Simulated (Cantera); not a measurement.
Feed: 1 mol Si, 1.1 mol Cl₂, 0.92 mol H₂, equilibrated at 1073 K and 1.00 bar.

Method: chemical equilibrium by Gibbs-energy minimisation in Cantera with the NASA 1993 tables (ideal gas, pure condensed phases). Candidate condensed phases: Si; 19 gas species. The tables' values for SiCl₃ are old estimates; treat these amounts as uncertain. Rates play no part.

### Question
What is the equilibrium state?

### Answer
```
Property       Result
----------  ---------
x(H₂)           0.574
x(SiCl₄)        0.296
x(SiHCl₃)      0.0974
x(HCl)         0.0214
x(SiCl₃)      0.00536
x(SiH₂Cl₂)    0.00374
x(SiCl₂)      0.00155
x(SiH₃Cl)     3.77e-5
n(Si(s))    0.417 mol
gas amount  1.443 mol
```
